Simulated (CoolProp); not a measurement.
Vapour-liquid equilibrium of diethyl ether (1) + methanol (2) at 0.248 MPa; x and y are mole fractions of (1).

Model: multi-fluid Helmholtz-energy mixture model, Thol 2014 and de Reuck 1993; pair parameters Bell 2016, in CoolProp.

Q: Give the bubble temperature and the first vapour's composition at x = 0.35, 0.5, 0.65. Is there an azeotrope?

A: x = 0.35: 68.2 °C, y = 0.629; x = 0.5: 65.4 °C, y = 0.701; x = 0.65: 63.7 °C, y = 0.763. y crosses x between x = 0.8 and 0.95: the model has an azeotrope there.

Pair parameters are fitted to limited data, so mixtures are less certain than the pure fluids.
